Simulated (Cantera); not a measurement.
Input (Python, Cantera) and output of one run.

```python
import numpy as np
import cantera as ct

gas_names = [...]  # 77 gases of nasa_gas.yaml made of C, H, Ti
cond_names = """
    C(gr) C6H6(L) C7H8(L) C8H18(L),n-octa Ti(a) Ti(b) Ti(L) TiC(s) TiC(L)
""".split()


# ... load() reads the species with a 1 bar reference pressure and builds the phases ...
atoms = {
    'Ti': {'Ti': 1},
    'CH4': {'C': 1, 'H': 4},
}
top_T = {'C(gr)': 4500}  # K; cautious upper limits of use, not melting points


# ... equilibrate(T, P, feed) seeds the gas with the atoms and calls Mixture.equilibrate('TP', solver="vcs", rtol=1e-11, max_steps=5000) ...
results = []
feed = {'Ti': 1, 'CH4': 0.15}  # mol
P = 100000  # Pa
for T in [1150, 1250, 1350, 1450, 1550, 1650, 1750]:
    mix = equilibrate(T, P, feed)
    results.append((T, P, feed, dict(zip(mix.species_names, mix.species_moles))))
    x = sorted(zip(gas.X, gas.species_names), reverse=True)
    print(f"T = {T:g} K  P = {P:g} Pa  gas = {mix.phase_moles(0):.4g} mol")
    print("   x: " + "  ".join(f"{s} {v:.3e}" for v, s in x if v > 1e-05))
    print("   condensed (mol): " + ("  ".join(f"{mix.phase(i).name} {mix.phase_moles(i):.4g}"
          for i in range(1, mix.n_phases) if mix.phase_moles(i) > 1e-12) or "none"))
```

Result:

```
T = 1150 K  P = 100000 Pa  gas = 0.3 mol
   x: H2 1.000e+00
   condensed (mol): Ti(a) 0.85  TiC(s) 0.15
T = 1250 K  P = 100000 Pa  gas = 0.3 mol
   x: H2 1.000e+00
   condensed (mol): Ti(b) 0.85  TiC(s) 0.15
T = 1350 K  P = 100000 Pa  gas = 0.3 mol
   x: H2 1.000e+00
   condensed (mol): Ti(b) 0.85  TiC(s) 0.15
T = 1450 K  P = 100000 Pa  gas = 0.3 mol
   x: H2 1.000e+00
   condensed (mol): Ti(b) 0.85  TiC(s) 0.15
T = 1550 K  P = 100000 Pa  gas = 0.3 mol
   x: H2 1.000e+00  H 3.149e-05
   condensed (mol): Ti(b) 0.85  TiC(s) 0.15
T = 1650 K  P = 100000 Pa  gas = 0.3 mol
   x: H2 9.999e-01  H 9.084e-05
   condensed (mol): Ti(b) 0.85  TiC(s) 0.15
T = 1750 K  P = 100000 Pa  gas = 0.3 mol
   x: H2 9.998e-01  H 2.325e-04
   condensed (mol): Ti(b) 0.85  TiC(s) 0.15
```

Cantera equilibrium calculation (NASA polynomials, part measured and part estimated; ideal gas, pure solids and liquids). Mutual solubility and eutectic melting of coexisting phases are not modelled. TiC: taken at fixed stoichiometry. Condensed phases not in the tables: N, O or C dissolved in the metal.
